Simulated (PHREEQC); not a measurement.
0.05 mol of Gypsum (CaSO4:2H2O) is brought to equilibrium with 1 kg of water holding 0.01 mol NaCl, at 75 °C, the pH being set by adding NaOH or HCl. O2 is buffered at 0.21 atm. The system is closed to CO2. Solids allowed: Gypsum. Others were left out.

The numbers come from PHREEQC with the ion-association model, phreeqc.dat.

```
pH    dissolved Ca (mol/kgw)  dissolved S (mol/kgw)  NaSO4- (mol/kgw)
----  ----------------------  ---------------------  ----------------
5                     0.0150                 0.0150          0.000271
5.5                   0.0150                 0.0150          0.000272
6                     0.0150                 0.0150          0.000272
6.5                   0.0150                 0.0150          0.000272
7                     0.0150                 0.0150          0.000272
7.5                   0.0150                 0.0150          0.000272
8                     0.0150                 0.0150          0.000272
8.5                   0.0150                 0.0150                 …
9                     0.0150                 0.0150                 …
9.5                   0.0150                 0.0150                 …
10                    0.0152                 0.0152                 …
10.5                  0.0157                 0.0157                 …
11                    0.0172                 0.0172          0.000982
```

**Question.** What belongs in the gaps?

**Answer.** 
- 8.5, NaSO4- (mol/kgw): 0.000274
- 9, NaSO4- (mol/kgw): 0.000279
- 9.5, NaSO4- (mol/kgw): 0.000294
- 10, NaSO4- (mol/kgw): 0.000341
- 10.5, NaSO4- (mol/kgw): 0.000493

Constants without temperature data keep their 25 °C values here.
